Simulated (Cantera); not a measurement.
A closed system holds: 1 mol SiO₂, 0.94 mol CO, 0.99 mol H₂, 0.34 mol CH₄, at 527 °C and 3.20 mbar.

Equilibrium computed with Cantera from the NASA thermochemical tables; the gas is ideal and each condensed phase is pure. Candidate condensed phases: C, C₆H₆, C₇H₈, C₈H₁₈, H₂O, Si, SiC, SiO₂; 123 gas species. Kinetics and transport are ignored.

Base state: H₂ 0.651, CO 0.304, CO₂ 0.0291, H₂O 0.0148, CH₄ 0.00182 (mole fractions); condensed: C(graphite) + SiO₂(α-quartz).

What changes in the equilibrium state with this change: temperature from 527 °C to 552 °C?


```
species               before    after
-------------------  -------  -------
H₂                     0.651    0.645
CO                     0.304    0.329
CO₂                   0.0291   0.0156
H₂O                   0.0148  0.00858
CH₄                  0.00182  0.00120
C(graphite), mol       0.445    0.399
SiO₂(α-quartz), mol     1.00     1.00
```
